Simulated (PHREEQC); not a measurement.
A PHREEQC speciation (ion-association model, wateq4f.dat) at 25 °C gives pH 1.50 and these molalities:

```json
[
 {"species": "NH4+", "mol/kgw": "0.0709"},
 {"species": "HSO4-", "mol/kgw": "0.0409"},
 {"species": "H+", "mol/kgw": "0.0391"},
 {"species": "SO4-2", "mol/kgw": "0.0300"},
 {"species": "NH4SO4-", "mol/kgw": "0.00912"}
]
```

Question: What are the element totals, and what could have been dissolved in 1 kg of water to give them?

Answer: Several could match; the one computed here: totals N(-3) 0.0800, S(6) 0.0800 mol/kgw, from 0.08 mol NH4HSO4 per kg of water.

This is a speciation only: nothing precipitates in the calculation.
